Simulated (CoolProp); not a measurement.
Saturated liquid density (kg/m³) of carbon monoxide: the reference equation beside estimates from Tc = 132.9 K, pc = 3498 kPa, ω = 0.050.

Model: reference Helmholtz-energy equation of state, Lemmon 2006, in CoolProp. It is a short technical equation, of lower accuracy than the large ones.

```csv
T (K),reference,Redlich-Kwong,Soave-Redlich-Kwong,Peng-Robinson
100.3,703.8,688.3,688.5,780.3
103.1,688.5,669.1,670.0,759.4
105.9,672.5,648.9,650.3,737.2
108.8,655.0,626.7,628.6,712.6
111.6,637.1,603.9,606.3,686.9
114.4,617.9,579.4,582.2,659.3
117.2,597.2,553.1,556.1,629.1
120.1,573.7,523.2,526.4,594.5
122.9,548.2,491.2,494.4,557.0
125.7,518.6,454.7,457.7,513.8
```

Absolute difference from the reference over all 10 rows, mean and median: Redlich-Kwong 6.3 and 5.7 %, Soave-Redlich-Kwong 5.9 and 5.3 %, Peng-Robinson 6.6 and 7.3 %.
